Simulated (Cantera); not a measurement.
A perfectly stirred reactor is fed with CH₄ : H₂ : O₂ : N₂ = 1 : 0.14 : 4.7 : 17.7 (molar parts), at 100000 Pa; it is adiabatic with a 798 K inlet, and is followed from long to short residence time, starting on the burning branch (τ in s: 0.17, 0.061, 0.022, 0.008, 0.0029, 0.001, 0.00038, 0.00014, 5e-05, 1.8e-05).

Computed with Cantera and GRI-Mech 3.0 (53 species, 325 reactions).

Question: Predict: blow-out, bracketed by the residence times tried; x(CH₄) at τ = 0.170 s; x(H₂) at τ = 0.170 s; x(O₂) at τ = 0.170 s; x(N₂O) at τ = 0.170 s; x(OH) at τ = 0.170 s; x(CH₄) at τ = 1.00 ms; x(H₂) at τ = 1.00 ms; x(O₂) at τ = 1.00 ms; x(N₂O) at τ = 1.00 ms; x(OH) at τ = 1.00 ms.

Answer: 
```json
{
 "blow_out_bracketed_by_the_residence_times_tried": "burning at 0.140 ms, out at 50.0 µs",
 "x(CH₄) at τ = 0.170 s": "5.99e-6",
 "x(H₂) at τ = 0.170 s": "4.42e-5",
 "x(O₂) at τ = 0.170 s": "0.112",
 "x(N₂O) at τ = 0.170 s": "4.06e-7",
 "x(OH) at τ = 0.170 s": "0.000892",
 "x(CH₄) at τ = 1.00 ms": "0.000170",
 "x(H₂) at τ = 1.00 ms": "0.00100",
 "x(O₂) at τ = 1.00 ms": "0.113",
 "x(N₂O) at τ = 1.00 ms": "5.48e-7",
 "x(OH) at τ = 1.00 ms": "0.00348"
}
```
